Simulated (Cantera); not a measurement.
Cantera run:

```python
import numpy as np
import cantera as ct

gas_names = [...]  # 91 gases of nasa_gas.yaml made of C, Cl, H
cond_names = """
    C(gr) C6H6(L) C7H8(L) C8H18(L),n-octa
""".split()


# ... load() reads the species with a 1 bar reference pressure and builds the phases ...
atoms = {
    'CCl4': {'C': 1, 'CL': 4},
    'CH4': {'C': 1, 'H': 4},
    'H2': {'H': 2},
}
top_T = {'C(gr)': 4500}  # K; cautious upper limits of use, not melting points


# ... equilibrate(T, P, feed) seeds the gas with the atoms and calls Mixture.equilibrate('TP', solver="vcs", rtol=1e-11, max_steps=5000) ...
results = []
feed = {'CCl4': 1, 'CH4': 0.26, 'H2': 1.7}  # mol
P = 1000  # Pa
for T in [1275, 1375, 1475, 1575, 1675, 1775, 1875, 1975, 2075, 2175, 2275]:
    mix = equilibrate(T, P, feed)
    results.append((T, P, feed, dict(zip(mix.species_names, mix.species_moles))))

top = {s: max(r[3][s] / sum(r[3][g] for g in gas_names) for r in results) for s in gas_names}
cols = sorted((s for s in top if top[s] > 1e-06), key=lambda s: -top[s])[:9]
seen = [c for c in cond_names if any(r[3].get(c, 0) > 1e-12 for r in results)]
print("log10 of partial pressures in bar; condensed amounts in mol")
print(f"{'T/K':>10s}" + "".join(f"{s[:9]:>10s}" for s in cols + seen))
for T, P, feed, n in results:
    ng = sum(n[g] for g in gas_names)
    print(f"{T:10.4g}" + "".join(f"{np.log10(max(n[s] / ng * P / 1e5, 1e-99)):10.3f}" for s in cols)
          + "".join(f"{n.get(c, 0):10.4g}" for c in seen))
```

Output:

```
log10 of partial pressures in bar; condensed amounts in mol
       T/K       HCL        CL        H2         H C2H2,acet       CL2     C2HCL       C2H        C3     C(gr)
      1275    -2.023    -6.585    -3.283    -7.774    -9.698    -9.161   -12.071   -17.630   -22.847      1.26
      1375    -2.023    -5.929    -3.282    -7.106    -9.033    -8.595   -11.156   -15.949   -20.367      1.26
      1475    -2.024    -5.361    -3.281    -6.528    -8.457    -8.107   -10.366   -14.497   -18.228      1.26
      1575    -2.024    -4.866    -3.278    -6.020    -7.954    -7.684    -9.677   -13.229   -16.364      1.26
      1675    -2.026    -4.434    -3.270    -5.570    -7.506    -7.318    -9.072   -12.111   -14.727      1.26
      1775    -2.029    -4.056    -3.252    -5.165    -7.099    -7.008    -8.538   -11.115   -13.278      1.26
      1875    -2.036    -3.730    -3.221    -4.794    -6.720    -6.754    -8.065   -10.218   -11.986      1.26
      1975    -2.049    -3.452    -3.174    -4.451    -6.361    -6.556    -7.646    -9.403   -10.828      1.26
      2075    -2.068    -3.218    -3.114    -4.132    -6.020    -6.411    -7.276    -8.659    -9.785     1.259
      2175    -2.097    -3.021    -3.048    -3.836    -5.700    -6.313    -6.952    -7.978    -8.839     1.258
      2275    -2.137    -2.857    -2.986    -3.564    -5.405    -6.254    -6.671    -7.356    -7.980     1.256
```

Cantera equilibrium calculation (NASA polynomials, part measured and part estimated; ideal gas, pure solids and liquids).
